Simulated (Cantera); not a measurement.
Charge: 1 mol Si, 10 mol HCl, 0.72 mol N2, 3.5 mol NF3, at 4.20 mbar.

These are equilibrium values from Cantera (NASA tables, ideal gas, pure condensed phases), not measurements of a reactor. Candidate condensed phases: NH4Cl, Si, Si3N4; 49 gas species. Equilibrium is a limit: real reactors are often held back by kinetics, nucleation or transport.

Q: At 1648 K, list the 5 most abundant gas species with their mole fractions, and the condensed phases.

A: HF 0.331, Cl 0.296, HCl 0.178, N2 0.126, SiF4 0.0510. Condensed: gas only.
